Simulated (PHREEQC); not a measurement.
HCl is added in steps, without added water, to 1 kg of water holding 0.24 mol/kgw KH2PO4 and 0.12 mol/kgw K2HPO4, at 25 °C. Oxygen alone is held at its pressure in air (log pO2 = -0.68). The system is closed to CO2. Nothing may precipitate in this run.

Base run: PHREEQC, ion-association model, phreeqc.dat. Each further column changes one thing. The table gives pH.

```csv
HCl added (mol),base,Davies equation for every ion,all activity coefficients set to 1,Debye-Hückel limiting law,database wateq4f.dat
0,6.32,6.41,6.64,5.72,6.32
0.02,6.20,6.29,6.53,5.62,6.20
0.04,6.08,6.16,6.39,5.51,6.08
0.08,5.72,5.80,6.03,(withheld),5.72
0.1,5.40,5.47,5.70,(withheld),5.40
0.12,4.30,4.35,4.55,(withheld),4.30
0.14,3.21,3.23,3.41,(withheld),3.21
0.18,2.68,2.71,2.88,(withheld),2.68
0.2,2.53,2.56,2.73,(withheld),2.53
0.22,2.41,2.43,2.60,2.30,2.41
0.24,2.30,2.32,2.49,2.19,2.30
0.28,2.11,2.13,2.29,2.01,2.11
0.3,2.02,2.04,2.20,1.94,2.02
0.32,1.94,1.96,2.11,1.86,1.94
```

Problem. Some entries are withheld; supply them.

Solution. 
- 0.08, Debye-Hückel limiting law: 5.19
- 0.1, Debye-Hückel limiting law: 4.89
- 0.12, Debye-Hückel limiting law: 3.99
- 0.14, Debye-Hückel limiting law: 3.08
- 0.18, Debye-Hückel limiting law: 2.57
- 0.2, Debye-Hückel limiting law: 2.42

 H3PO4, which wateq4f.dat lacks, is added to it with the constant of phreeqc.dat. phreeqc.dat and wateq4f.dat share most of their constants, so their agreement is no independent check.
